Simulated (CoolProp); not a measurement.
Vapour pressure (MPa) of R113: the reference equation beside estimates from Tc = 487.2 K, pc = 3.392 MPa, ω = 0.253. Clausius-Clapeyron is anchored at 304.7 K with a constant enthalpy of vaporisation of 27.98 kJ/mol.

Model: reference Helmholtz-energy equation of state, Marx 1992, in CoolProp.

```csv
T (K),reference,Lee-Kesler,Clausius-Clapeyron,van der Waals,Redlich-Kwong,Soave-Redlich-Kwong
294.6,0.03891,0.03837,0.03946,0.3081,0.07532,0.03867
299.7,0.04763,0.04706,0.04793,0.3398,0.08981,0.04734
304.7,0.05763,0.05704,0.05763,0.3728,0.1060,0.05730
309.8,0.06948,0.06888,0.06912,0.4087,0.1246,0.06911
314.8,0.08288,0.08230,0.08214,0.4461,0.1452,0.08249
319.9,0.09855,0.09802,0.09741,0.4866,0.1687,0.09816
325,0.1165,0.1160,0.1149,0.5293,0.1948,0.1161
330,0.1364,0.1360,0.1344,0.5736,0.2232,0.1360
335.1,0.1593,0.1591,0.1570,0.6213,0.2552,0.1590
340.2,0.1851,0.1850,0.1825,0.6714,0.2905,0.1849
345.2,0.2133,0.2135,0.2106,0.7231,0.3283,0.2134
350.3,0.2455,0.2459,0.2427,0.7784,0.3703,0.2458
355.3,0.2804,0.2811,0.2779,0.8353,0.4152,0.2810
360.4,0.3198,0.3208,0.3177,0.8959,0.4648,0.3208
365.5,0.3633,0.3645,0.3620,0.9594,0.5184,0.3648
```

Absolute difference from the reference over all 15 rows, mean and median: Lee-Kesler 0.5 and 0.3 %, Clausius-Clapeyron 1.0 and 1.1 %, van der Waals 359.9 and 320.5 %, Redlich-Kwong 65.4 and 63.6 %, Soave-Redlich-Kwong 0.3 and 0.3 %.
